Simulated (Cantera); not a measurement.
Cantera run:

```python
import numpy as np
import cantera as ct

gas_names = """
    Fe FeO Fe(OH)2 H HO2 H2 H2O H2O2 O OH O2 O3
""".split()
cond_names = """
    Fe(a) Fe(c) Fe(d) Fe(L) FeO(s) FeO(L) Fe(OH)2(s) Fe(OH)3(s) Fe2O3(s) Fe3O4(s) H2O(s) H2O(L)
""".split()


# ... load() reads the species with a 1 bar reference pressure and builds the phases ...
atoms = {
    'Fe2O3': {'Fe': 2, 'O': 3},
    'H2': {'H': 2},
}
top_T = {'Fe2O3(s)': 1830, 'Fe3O4(s)': 1870}  # K; cautious upper limits of use, not melting points


# ... equilibrate(T, P, feed) seeds the gas with the atoms and calls Mixture.equilibrate('TP', solver="vcs", rtol=1e-11, max_steps=5000) ...
results = []
feed = {'Fe2O3': 1, 'H2': 1.4}  # mol
T = 1925  # K
for P in [10, 68, 460, 3200, 22000, 150000, 1000000]:
    mix = equilibrate(T, P, feed)
    results.append((T, P, feed, dict(zip(mix.species_names, mix.species_moles))))
    x = sorted(zip(gas.X, gas.species_names), reverse=True)
    print(f"T = {T:g} K  P = {P:g} Pa  gas = {mix.phase_moles(0):.4g} mol")
    print("   x: " + "  ".join(f"{s} {v:.3e}" for v, s in x if v > 0.001))
    print("   condensed (mol): " + ("  ".join(f"{mix.phase(i).name} {mix.phase_moles(i):.4g}"
          for i in range(1, mix.n_phases) if mix.phase_moles(i) > 1e-12) or "none"))
```

Result:

```
T = 1925 K  P = 10 Pa  gas = 1.694 mol
   x: H2O 6.804e-01  Fe 1.256e-01  H2 1.214e-01  H 3.331e-02  OH 1.613e-02  FeO 1.164e-02  O2 8.055e-03  O 3.302e-03
   condensed (mol): FeO(L) 1.767
T = 1925 K  P = 68 Pa  gas = 1.47 mol
   x: H2O 7.085e-01  H2 2.326e-01  Fe 3.399e-02  H 1.768e-02  OH 4.655e-03  FeO 1.712e-03
   condensed (mol): FeO(L) 1.947
T = 1925 K  P = 460 Pa  gas = 1.415 mol
   x: H2O 7.106e-01  H2 2.740e-01  H 7.378e-03  Fe 5.902e-03  OH 1.654e-03
   condensed (mol): FeO(L) 1.991
T = 1925 K  P = 3200 Pa  gas = 1.404 mol
   x: H2O 7.124e-01  H2 2.830e-01  H 2.843e-03
   condensed (mol): FeO(L) 1.998
T = 1925 K  P = 22000 Pa  gas = 1.401 mol
   x: H2O 7.134e-01  H2 2.849e-01  H 1.088e-03
   condensed (mol): FeO(L) 2
T = 1925 K  P = 150000 Pa  gas = 1.4 mol
   x: H2O 7.138e-01  H2 2.855e-01
   condensed (mol): FeO(L) 2
T = 1925 K  P = 1e+06 Pa  gas = 1.4 mol
   x: H2O 7.140e-01  H2 2.856e-01
   condensed (mol): FeO(L) 2
```

These are equilibrium values from Cantera (NASA tables, ideal gas, pure condensed phases), not measurements of a reactor. The tables' stoichiometric FeO is somewhat more stable than real wüstite, so its field is too wide. FeO: taken at fixed stoichiometry.
